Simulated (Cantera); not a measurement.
A closed system holds: 1 mol CaCO3, 9.3 mol O2, 1.7 mol CO2, equilibrated at 1600 K and 3300 Pa.

Equilibrium computed with Cantera from the NASA thermochemical tables; the gas is ideal and each condensed phase is pure. Candidate condensed phases: C, Ca, CaCO3, CaO; 15 gas species. Rates play no part.

Base state: O2 0.775, CO2 0.225, O 7.03e-5, CO 2.80e-5 (mole fractions); condensed: CaO(s).

**Question.** What changes in the equilibrium state with this change: CaCO3 replaced by FeS?

**Answer.** 
| species | before | after |
|---|---|---|
| O2 | 0.775 | 0.739 |
| CO2 | 0.225 | 0.165 |
| SO2 | 0 | 0.0964 |
| SO3 | 0 | 0.000349 |
| CO | 2.80e-5 | 2.10e-5 |
| CaO(s), mol | 1.00 | 0 |
| Fe3O4(s), mol | 0 | 0.333 |
Further candidate phases: Fe, Fe(CO)5, FeO, FeS, FeSO4, FeS2, Fe2O3, Fe2(SO4)3, Fe3O4, S.
